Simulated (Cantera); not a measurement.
An isothermal, constant-pressure homogeneous reactor starts with CH₄ : H₂O : H₂ = 8.5 : 0.38 : 0.22 (molar parts), at 1250 K and 4.70 bar.

Cantera simulation using GRI-Mech 3.0 (53 species, 325 reactions); the numbers are that mechanism's predictions, not measurements. GRI-Mech 3.0 stops at C3 and has no aromatics, soot or wall deposition, so with more carbon than oxygen in the feed, carbon stays in small species such as C2H2 where larger ones or solid carbon would form.

### Question
Predict: x(CH₄) at 50.0 s; x(H₂O) at 50.0 s; x(H₂) at 50.0 s; x(CH₂CO) at 50.0 s.

### Answer
```
Item                                                 Result
------------------  ---------------------------------------
x(CH₄) at 50.0 s        0.733 (gas-phase equilibrium 0.715)
x(H₂O) at 50.0 s     0.0384 (gas-phase equilibrium 1.72e-6)
x(H₂) at 50.0 s         0.163 (gas-phase equilibrium 0.210)
x(CH₂CO) at 50.0 s  2.66e-7 (gas-phase equilibrium 2.14e-7)
```
